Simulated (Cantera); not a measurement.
**Ignition delay**

Mixture: CO : H₂ : CH₄ : O₂ : N₂ : H₂O : CO₂ = 1 : 0.2 : 0.18 : 1.07 : 4.01 : 0.17 : 0.035 (molar parts), equivalence ratio 0.90, at 24000 Torr, adiabatic and at constant volume. Ignition delay is the time to a rise of 400 K.

Cantera simulation using GRI-Mech 3.0 (53 species, 325 reactions); the numbers are that mechanism's predictions, not measurements. The pressure lies above the range GRI-Mech 3.0 was tuned for (to about 10 atm). Below about 1000 K GRI-Mech 3.0 lacks low-temperature oxidation paths. Below about 950 K walls govern HO2 and H2O2 in real vessels.

```csv
T0 (K),delay (ms)
900,40.9
1000,3.90
1100,0.580
1200,0.124
1300,0.0371
1400,0.0145
1500,0.00687
```

```
Quantity                                                Result
--------------------------------------------------  ----------
apparent activation energy between 1300 and 1500 K  140 kJ/mol
```
